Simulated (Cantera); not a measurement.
Charge: 1 mol SiHCl3, 67 mol H2, at 0.900 Torr.

Equilibrium computed with Cantera from the NASA thermochemical tables; the gas is ideal and each condensed phase is pure. Candidate condensed phases: Si; 19 gas species. Equilibrium is a limit: real reactors are often held back by kinetics, nucleation or transport.

Over these rows the condensed part is Si(s). Partial pressures as log10 of bar:

```json
[
 {"T (K)": "800", "1000/T (1/K)": "1.2500", "log p SiCl2": "-7.67", "log p H2": "-2.93", "log p HCl": "-5.30"},
 {"T (K)": "950", "1000/T (1/K)": "1.0526", "log p SiCl2": "-6.16", "log p H2": "-2.93", "log p HCl": "-4.64"},
 {"T (K)": "1100", "1000/T (1/K)": "0.9091", "log p SiCl2": "?", "log p H2": "-2.94", "log p HCl": "-4.37"},
 {"T (K)": "1250", "1000/T (1/K)": "0.8000", "log p SiCl2": "-5.38", "log p H2": "-2.94", "log p HCl": "-4.36"},
 {"T (K)": "1400", "1000/T (1/K)": "0.7143", "log p SiCl2": "-5.33", "log p H2": "-2.94", "log p HCl": "-4.37"},
 {"T (K)": "1550", "1000/T (1/K)": "0.6452", "log p SiCl2": "-5.29", "log p H2": "-2.94", "log p HCl": "-4.38"}
]
```

Question: Fit log p(SiCl2) = a + b·(1000/T) to the five rows, give the apparent enthalpy, and predict the row at 1100 K.

Answer: Means: 1000/T = 0.8924, log p = -5.966. Sxy = -0.974954, Sxx = 0.2549070, so b = -3.82 and a = -5.966 − (-3.82)×0.8924 = -2.56.
Apparent enthalpy: −19.145 × (-3.82) = 73 kJ/mol. With the condensed phases at unit activity, Si(s) + 2 HCl(g) = SiCl2(g) + H2(g) links this pressure to the main gases: over the six rows their terms move log p by +1.85 in all, so the slope isn't that reaction's ΔH° alone. The five rows lie within 0.42 of the line; that is curvature, so one enthalpy describes this range poorly.
Prediction at 1100 K: -2.56 + (-3.82)×0.9091 = -6.03. The computed value is -5.50, 0.53 from the line.
